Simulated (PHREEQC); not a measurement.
Consider water at 25 °C with 0.17 mol NaHS per kg of water. Closed to the air; pH follows from the charge balance.

Equilibrium calculation in PHREEQC: ion-association model, phreeqc.dat.

```json
[
 {"quantity": "pH", "before": "9.61", "after": "9.73"},
 {"quantity": "ionic strength (mol/kgw)", "before": "0.170", "after": "0.170"}
]
```

Problem. Name the change that produced these shifts.
(A) diluted 100-fold with water
(B) NaHS from 0.17 to 0.187 mol/kgw
(C) temperature from 25 to 20 °C
(D) diluted 10-fold with water
(E) NaHS from 0.17 to 0.017 mol/kgw

Solution. C, temperature from 25 to 20 °C

This is a speciation only: nothing precipitates in the calculation.
